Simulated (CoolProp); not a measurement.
Saturation properties of hexamethyldisiloxane (MM) (Tc = 245.6 °C, pc = 1.931 MPa, ω = 0.418).

Values from CoolProp's reference Helmholtz-energy equation of state, Thol 2016.

```
T (°C)  p (MPa)  liquid density (kg/m³)  enthalpy of vaporisation (kJ/kg)  vapour Z
------  -------  ----------------------  --------------------------------  --------
77.75   0.04966                   701.7                             204.3    0.9617
83.75   0.06059                   694.8                             201.3    0.9559
89.75   0.07332                   687.7                             198.3    0.9495
95.75   0.08807                   680.6                             195.2    0.9425
101.75   0.1050                   673.4                             192.1    0.9349
107.65   0.1241                   666.1                             188.9    0.9268
113.65   0.1461                   658.6                             185.6    0.9179
119.65   0.1710                   651.0                             182.2    0.9083
125.65   0.1991                   643.2                             178.8    0.8979
131.65   0.2305                   635.2                             175.2    0.8868
137.55   0.2650                   627.2                             171.6    0.8750
143.55   0.3039                   618.8                             167.8    0.8622
```

It boils at 100.5 °C under 1 atm.
